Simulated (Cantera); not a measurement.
What does this Cantera script print?

```python
import numpy as np
import cantera as ct

gas = ct.Solution("gri30.yaml")
gas.TPX = 1450, 101325, {'C2H6': 1, 'H2': 3.6}
reactor = ct.IdealGasConstPressureReactor(gas, energy="off", clone=False)
net = ct.ReactorNet([reactor])
net.rtol, net.atol = 1e-08, 1e-18
show = ['C2H6', 'H2', 'CH4', 'H', 'CH2', 'CH3', 'C2H4']
times = np.geomspace(2e-06, 2, 14)

steps = ct.SolutionArray(gas, extra=["t"])
rows = []
print(f"{'t/s':>10s}{'T/K':>9s}{'P/Pa':>11s}" + "".join(f"{s:>11s}" for s in show))
for t in times:
    while net.time < t:
        t_next = net.step()
        steps.append(gas.state, t=t_next)
    rows.append([np.interp(t, steps.t, y) for y in (steps.T, steps.P, *steps(*show).X.T)])
    print(f"{t:10.3e}{rows[-1][0]:9.1f}{rows[-1][1]:11.4g}" + "".join(f"{x:11.3e}" for x in rows[-1][2:]))
rate = np.gradient(steps.T, steps.t)
print("integrator steps:", len(steps.t))
if steps.T.max() > steps.T[0] + 200:
    print(f"time of steepest temperature rise: {steps.t[rate.argmax()]:.4e} s")
gas.TPX = 1450, 101325, {'C2H6': 1, 'H2': 3.6}
gas.equilibrate("TP")
print(f"equilibrium (TP): T = {gas.T:.1f} K  " + "  ".join(f"{s} {gas[s].X[0]:.3e}" for s in show))
```

Result:

```
       t/s      T/K       P/Pa       C2H6         H2        CH4          H        CH2        CH3       C2H4
 2.000e-06   1450.0  1.013e+05  2.170e-01  7.825e-01  1.593e-04  1.566e-05  2.626e-09  1.704e-04  8.142e-05
 5.789e-06   1450.0  1.013e+05  2.147e-01  7.824e-01  8.165e-04  4.626e-05  1.609e-08  2.872e-04  1.161e-03
 1.675e-05   1450.0  1.013e+05  2.018e-01  7.820e-01  4.886e-03  9.656e-05  9.135e-08  6.776e-04  9.236e-03
 4.849e-05   1450.0  1.013e+05  1.567e-01  7.796e-01  2.282e-02  1.171e-04  1.281e-07  8.075e-04  3.779e-02
 1.403e-04   1450.0  1.013e+05  7.595e-02  7.736e-01  5.853e-02  1.182e-04  7.746e-08  5.803e-04  8.715e-02
 4.062e-04   1450.0  1.013e+05  1.439e-02  7.691e-01  8.769e-02  8.471e-05  2.079e-08  2.478e-04  1.166e-01
 1.176e-03   1450.0  1.013e+05  2.013e-03  7.702e-01  9.372e-02  3.642e-05  3.543e-09  9.258e-05  1.088e-01
 3.403e-03   1450.0  1.013e+05  7.851e-04  7.725e-01  9.514e-02  2.334e-05  1.489e-09  5.881e-05  9.030e-02
 9.848e-03   1450.0  1.013e+05  5.179e-04  7.756e-01  9.701e-02  1.993e-05  1.073e-09  5.070e-05  6.238e-02
 2.850e-02   1450.0  1.013e+05  3.094e-04  7.768e-01  1.009e-01  1.619e-05  7.169e-10  4.258e-05  3.829e-02
 8.249e-02   1450.0  1.013e+05  2.479e-04  7.720e-01  1.099e-01  1.417e-05  5.989e-10  4.078e-05  3.109e-02
 2.388e-01   1450.0  1.013e+05  2.300e-04  7.591e-01  1.303e-01  1.235e-05  5.513e-10  4.277e-05  2.876e-02
 6.910e-01   1450.0  1.013e+05  2.059e-04  7.365e-01  1.659e-01  1.004e-05  4.869e-10  4.557e-05  2.502e-02
 2.000e+00   1450.0  1.013e+05  1.876e-04  7.129e-01  2.029e-01  8.390e-06  4.398e-10  4.809e-05  2.126e-02
integrator steps: 1278
equilibrium (TP): T = 1450.0 K  C2H6 1.828e-04  H2 7.048e-01  CH4 2.158e-01  H 7.941e-06  CH2 4.277e-10  CH3 4.895e-05  C2H4 1.999e-02
```

Cantera simulation using GRI-Mech 3.0 (53 species, 325 reactions); the numbers are that mechanism's predictions, not measurements. GRI-Mech 3.0 stops at C3 and has no aromatics, soot or wall deposition, so with more carbon than oxygen in the feed, carbon stays in small species such as C2H2 where larger ones or solid carbon would form.
